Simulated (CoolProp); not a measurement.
Vapour-liquid equilibrium of chloromethane (R40) (1) + isobutene (2) at 0.124 MPa; x and y are mole fractions of (1).

Model: multi-fluid Helmholtz-energy mixture model, Thol 2014 and Lemmon 2005; pair parameters Bell 2016, in CoolProp.

| x | bubble temperature (K) | y at the bubble point | dew temperature at overall composition x (K) | liquid density (mol/L) |
|---|---|---|---|---|
| 0.05 | 269.4 | 0.115 | 270.6 | 11.35 |
| 0.2 | 264.9 | 0.362 | 267.9 | 12.26 |
| 0.35 | 261.7 | 0.528 | 265.1 | 13.27 |
| 0.5 | 259.3 | 0.657 | 262.3 | 14.42 |
| 0.65 | 257.4 | 0.767 | 259.4 | 15.73 |
| 0.8 | 255.8 | 0.868 | 256.8 | 17.26 |
| 0.95 | 254.3 | 0.967 | 254.6 | 19.04 |

No azeotrope shows between x = 0.05 and 0.95.

Pair parameters are fitted to limited data, so mixtures are less certain than the pure fluids.
